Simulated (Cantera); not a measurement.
Feed: 1 mol Si3N4, 2.5 mol CO2, 1.6 mol H2, held at 1152 °C.

Method: chemical equilibrium by Gibbs-energy minimisation in Cantera with the NASA 1993 tables (ideal gas, pure condensed phases). Candidate condensed phases: C, C6H6, C7H8, C8H18, H2O, Si, SiC, SiO2, Si2N2O, Si3N4; 151 gas species. Mutual solubility and eutectic melting of coexisting phases are not modelled. The tables hold silica as quartz up to 1696 K and as liquid above; real silica turns to tridymite and cristobalite and melts near 1996 K. Kinetics and transport are ignored.

Task: Which condensed phases are stable at each of these points (P (Pa)): 0.100, 1.50, 22, 320, 4600, 68000, 1000000?

Result: 
| P (Pa) | condensed phases | Si condensed (%) |
|---|---|---|
| 0.100 | SiC(s) | 8.3 |
| 1.50 | Si2N2O(s) | 33.3 |
| 22 | SiO2(β-quartz) + Si2N2O(s) | 93.8 |
| 320 | SiO2(β-quartz) + Si2N2O(s) | 99.8 |
| 4600 | SiO2(β-quartz) + Si2N2O(s) | 100.0 |
| 68000 | C(graphite) + SiO2(β-quartz) + Si2N2O(s) | 100.0 |
| 1000000 | C(graphite) + SiO2(β-quartz) + Si2N2O(s) | 100.0 |

At 0.100 Pa the condensed part is SiC(s). At 1.50 Pa the condensed part is Si2N2O(s). From 22.0 Pa to 46.0 mbar the condensed part is SiO2(β-quartz) + Si2N2O(s). From 0.680 bar to 10.0 bar the condensed part is C(graphite) + SiO2(β-quartz) + Si2N2O(s).
